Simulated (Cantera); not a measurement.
A perfectly stirred reactor is fed with N₂O : H₂ : N₂ = 1 : 0.028 : 1.1 (molar parts), at 20.0 Torr; it is held at 1525 K, and followed from long to short residence time.

Detailed kinetics in Cantera: GRI-Mech 3.0 (53 species, 325 reactions). GRI-Mech 3.0 was tuned for natural gas; its chemistry of N2O as a main component is partial and can be far from experiment. Radical loss at walls, strong at low pressure, is not modelled. The temperature is held fixed by assumption; the heat of reaction is taken as removed at once.

**Question.** What does this change do: N2O 1 to 1.9 parts?

**Answer.** 
```csv
quantity,before,after
x(N₂O) at τ = 0.530 s,0.190,0.250
x(H₂) at τ = 0.530 s,0.000105,8.13e-5
x(O₂) at τ = 0.530 s,0.0844,0.108
x(O) at τ = 0.530 s,8.16e-5,8.31e-5
x(H) at τ = 0.530 s,1.22e-6,7.35e-7
x(N₂O) at τ = 32.0 ms,0.422,0.568
x(H₂) at τ = 32.0 ms,0.00133,0.00104
x(O₂) at τ = 32.0 ms,0.0112,0.0147
x(O) at τ = 32.0 ms,8.14e-5,8.35e-5
x(H) at τ = 32.0 ms,5.64e-6,2.95e-6
```

**Question.** What does this change do: temperature 1525 to 1323 K?

**Answer.** 
```json
[
 {"quantity": "x(N₂O) at τ = 0.530 s", "before": "0.190", "after": "0.418"},
 {"quantity": "x(H₂) at τ = 0.530 s", "before": "0.000105", "after": "0.000547"},
 {"quantity": "x(O₂) at τ = 0.530 s", "before": "0.0844", "after": "0.0136"},
 {"quantity": "x(O) at τ = 0.530 s", "before": "8.16e-5", "after": "1.01e-5"},
 {"quantity": "x(H) at τ = 0.530 s", "before": "1.22e-6", "after": "7.36e-7"},
 {"quantity": "x(N₂O) at τ = 32.0 ms", "before": "0.422", "after": "0.459"},
 {"quantity": "x(H₂) at τ = 32.0 ms", "before": "0.00133", "after": "0.00472"},
 {"quantity": "x(O₂) at τ = 32.0 ms", "before": "0.0112", "after": "0.000809"},
 {"quantity": "x(O) at τ = 32.0 ms", "before": "8.14e-5", "after": "8.28e-6"},
 {"quantity": "x(H) at τ = 32.0 ms", "before": "5.64e-6", "after": "7.93e-6"}
]
```
The mechanism lacks the step 2 NO + O2 → 2 NO2, which can matter for NO2 below about 1400 K.
